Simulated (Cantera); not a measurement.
Feed: 1 mol FeCl₃, 30 mol H₂, 0.3 mol N₂, held at 1475 K and 0.140 Pa.

Method: chemical equilibrium by Gibbs-energy minimisation in Cantera with the NASA 1993 tables (ideal gas, pure condensed phases). Candidate condensed phases: Fe, FeCl₂, FeCl₃, NH₄Cl; 18 gas species. Kinetics and transport are ignored.

Base state: H₂ 0.864, HCl 0.0851, Fe 0.0277, H 0.0102, N₂ 0.00912, FeCl₂ 0.00267, Cl 0.000812 (mole fractions); condensed: gas only.

**Question.** What changes in the equilibrium state with this change: FeCl₃ replaced by CaF₂?

**Answer.** 
```
species   before    after
-------  -------  -------
H₂         0.864    0.931
CaF₂           0   0.0206
HF             0   0.0172
HCl       0.0851        0
Fe        0.0277        0
H         0.0102   0.0106
Ca             0  0.00633
CaF            0  0.00455
FeCl₂    0.00267        0
```
Further candidate phases: Ca, CaF₂.

**Question.** What changes in the equilibrium state with this change: temperature from 1475 K to 973.15 K?

**Answer.** 
| species | before | after |
|---|---|---|
| H₂ | 0.864 | 0.898 |
| HCl | 0.0851 | 0.0915 |
| N₂ | 0.00912 | 0.00943 |
| Fe | 0.0277 | 2.74e-9 |
| H | 0.0102 | 8.69e-7 |
| FeCl₂ | 0.00267 | 0.00143 |
| Cl | 0.000812 | 8.35e-8 |
| Fe(α), mol | 0 | 0.955 |

**Question.** What changes in the equilibrium state with this change: temperature from 1475 K to 800 K?

**Answer.** 
```tsv
species	before	after
H₂	0.864	0.897
HCl	0.0851	0.0934
N₂	0.00912	0.00943
Fe	0.0277	<1e-9
H	0.0102	2.32e-9
FeCl₂	0.00267	0.000477
Cl	0.000812	<1e-9
Fe(α), mol	0	0.985
```
